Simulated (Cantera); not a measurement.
Feed: 1 mol Si3N4, 17 mol F2, 0.56 mol N2, 43 mol Cl2, equilibrated at 950 K and 14.0 mbar.

Method: chemical equilibrium by Gibbs-energy minimisation in Cantera with the NASA 1993 tables (ideal gas, pure condensed phases). Candidate condensed phases: Si, Si3N4; 24 gas species. The numbers say what is thermodynamically allowed, not how fast it happens.

Base state: Cl2 0.536, ClF 0.369, SiF4 0.0503, N2 0.0430, Cl 0.00110, F 0.000238 (mole fractions); condensed: gas only.

Problem. What changes in the equilibrium state with this change: temperature from 950 K to 1850 K?

Solution. 
| species | before | after |
|---|---|---|
| Cl | 0.00110 | 0.698 |
| F | 0.000238 | 0.185 |
| Cl2 | 0.536 | 0.0433 |
| ClF | 0.369 | 0.0217 |
| SiF4 | 0.0503 | 0.0281 |
| N2 | 0.0430 | 0.0240 |

Problem. What changes in the equilibrium state with this change: pressure from 14.0 mbar to 2.60 mbar?

Solution. 
```tsv
species	before	after
Cl2	0.536	0.535
ClF	0.369	0.368
SiF4	0.0503	0.0503
Cl	0.00110	0.00254
N2	0.0430	0.0429
F	0.000238	0.000552
```
